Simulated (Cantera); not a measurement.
What does this Cantera script print?

```python
import numpy as np
import cantera as ct

gas_names = [...]  # 109 gases of nasa_gas.yaml made of C, Cl, H, Si
cond_names = """
    C(gr) C6H6(L) C7H8(L) C8H18(L),n-octa Si(cr) Si(L) SiC(b)
""".split()


# ... load() reads the species with a 1 bar reference pressure and builds the phases ...
atoms = {
    'CH3Cl': {'C': 1, 'H': 3, 'CL': 1},
    'Si': {'Si': 1},
    'H2': {'H': 2},
}
top_T = {'C(gr)': 4500, 'SiC(b)': 3050}  # K; cautious upper limits of use, not melting points


# ... equilibrate(T, P, feed) seeds the gas with the atoms and calls Mixture.equilibrate('TP', solver="vcs", rtol=1e-11, max_steps=5000) ...
results = []
T = 848  # K
P = 320  # Pa
for m in [0.4, 0.68, 1.2, 2, 3.3, 5.7, 9.6]:
    feed = {'CH3Cl': 1, 'Si': 0.19, 'H2': m}  # mol
    mix = equilibrate(T, P, feed)
    results.append((T, P, feed, dict(zip(mix.species_names, mix.species_moles))))

top = {s: max(r[3][s] / sum(r[3][g] for g in gas_names) for r in results) for s in gas_names}
cols = sorted((s for s in top if top[s] > 1e-06), key=lambda s: -top[s])[:8]
seen = [c for c in cond_names if any(r[3].get(c, 0) > 1e-12 for r in results)]
print("log10 of partial pressures in bar; condensed amounts in mol")
print(f"{'n(H2)':>10s}" + "".join(f"{s[:9]:>10s}" for s in cols + seen))
for T, P, feed, n in results:
    ng = sum(n[g] for g in gas_names)
    print(f"{feed['H2']:10.4g}" + "".join(f"{np.log10(max(n[s] / ng * P / 1e5, 1e-99)):10.3f}" for s in cols)
          + "".join(f"{n.get(c, 0):10.4g}" for c in seen))
```

Result:

```
log10 of partial pressures in bar; condensed amounts in mol
     n(H2)        H2       HCL     SiCL4       CH4    SiHCL3     SiCL3   SiH2CL2     SiCL2     C(gr)    SiC(b)
       0.4    -2.590    -3.454    -3.565    -5.374    -5.491    -6.959    -8.474    -8.494    0.9971         0
      0.68    -2.579    -3.501    -3.619    -5.351    -5.487    -6.961    -8.412    -8.443    0.9959 0.0006504
       1.2    -2.568    -3.522    -3.726    -5.329    -5.562    -7.040    -8.455    -8.497    0.9855   0.01013
         2    -2.557    -3.551    -3.863    -5.307    -5.659    -7.144    -8.512    -8.565    0.9707   0.02342
       3.3    -2.546    -3.591    -4.045    -5.285    -5.790    -7.280    -8.592    -8.656    0.9492   0.04243
       5.7    -2.534    -3.651    -4.309    -5.262    -5.982    -7.478    -8.713    -8.788    0.9157   0.07138
       9.6    -2.525    -3.730    -4.645    -5.243    -6.230    -7.730    -8.871    -8.956     0.873    0.1065
```

Cantera equilibrium calculation (NASA polynomials, part measured and part estimated; ideal gas, pure solids and liquids). The tables' values for SiCl3 are old estimates; treat these amounts as uncertain.
